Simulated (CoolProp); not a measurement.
Ethanol along the isobar 0.101 MPa: Z from the reference equation and from simpler models built on Tc = 514.7 K, pc = 6.268 MPa, ω = 0.644; each cubic takes its own stable root.

Computed with CoolProp (reference Helmholtz-energy equation of state, Schroeder 2014).

```json
[
 {"T (K)": "241.5", "phase": "liquid", "reference": "0.002781", "van der Waals": "0.9727", "Peng-Robinson": "0.002935"},
 {"T (K)": "272.2", "phase": "liquid", "reference": "0.002547", "van der Waals": "0.9791", "Peng-Robinson": "0.002669"},
 {"T (K)": "302.9", "phase": "liquid", "reference": "…", "van der Waals": "0.9835", "Peng-Robinson": "0.002470"},
 {"T (K)": "333.6", "phase": "liquid", "reference": "0.002226", "van der Waals": "…", "Peng-Robinson": "0.002327"},
 {"T (K)": "364.3", "phase": "gas", "reference": "0.9730", "van der Waals": "…", "Peng-Robinson": "0.9803"},
 {"T (K)": "395.1", "phase": "gas", "reference": "0.9821", "van der Waals": "0.9910", "Peng-Robinson": "0.9848"},
 {"T (K)": "425.8", "phase": "gas", "reference": "0.9877", "van der Waals": "0.9925", "Peng-Robinson": "0.9881"},
 {"T (K)": "456.5", "phase": "gas", "reference": "0.9913", "van der Waals": "0.9936", "Peng-Robinson": "0.9906"},
 {"T (K)": "487.2", "phase": "gas", "reference": "0.9937", "van der Waals": "0.9945", "Peng-Robinson": "0.9925"}
]
```

Task: Fill in the missing entries.

Result: 
- 302.9, reference: 0.002365
- 333.6, van der Waals: 0.9868
- 364.3, van der Waals: 0.9892

At some of these states van der Waals gives the other phase, because its saturation line lies elsewhere.
